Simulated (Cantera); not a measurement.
A closed system holds: 1 mol B, 7.3 mol NH3, 16 mol N2, held at 1.33 mbar.

These are equilibrium values from Cantera (NASA tables, ideal gas, pure condensed phases), not measurements of a reactor. Candidate condensed phases: B, BN; 15 gas species. The numbers say what is thermodynamically allowed, not how fast it happens.

**Question.** At 1698 K, list the 3 most abundant gas species with their mole fractions, and the condensed phases.

**Answer.** N2 0.635, H2 0.362, H 0.00238. Condensed: BN(s).
